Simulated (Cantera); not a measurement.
# Thermodynamics of iron carbonyl, mercury and lead vapours, feed PbO + H2

Charge: 1 mol PbO, a varied amount of H2, held at 7.50 Torr.

Cantera equilibrium calculation (NASA polynomials, part measured and part estimated; ideal gas, pure solids and liquids). Candidate condensed phases: H2O, Pb, PbO, PbO2, Pb3O4; 12 gas species. Each liquid is taken as pure. Mutual solubility and eutectic melting of coexisting phases are not modelled. The numbers say what is thermodynamically allowed, not how fast it happens.

Stable condensed phases:

```
T in °C \ n(H2) in mol
         0.26 0.33 0.42 0.53 0.67 0.85  1.1  1.4  1.7  2.2
   1327     A    A    A    A    A    A    A    A    A    A
   1252     A    A    A    A    A    A    A    A    A    A
   1177     B    B    A    A    A    A    A    A    A    A
   1102     B    B    B    B    B    A    A    A    A    A
   1027     C    C    C    C    C    C    D    D    D    D
    952     C    C    C    C    C    C    D    D    D    D
    877     C    C    C    C    C    C    D    D    D    D
    802     C    C    C    C    C    C    D    D    D    D
    727     C    C    C    C    C    C    D    D    D    D
    652     C    C    C    C    C    C    D    D    D    D
    577     C    C    C    C    C    C    D    D    D    D
    502     C    C    C    C    C    C    D    D    D    D
```

A: gas only; B: PbO; C: Pb + PbO; D: Pb.
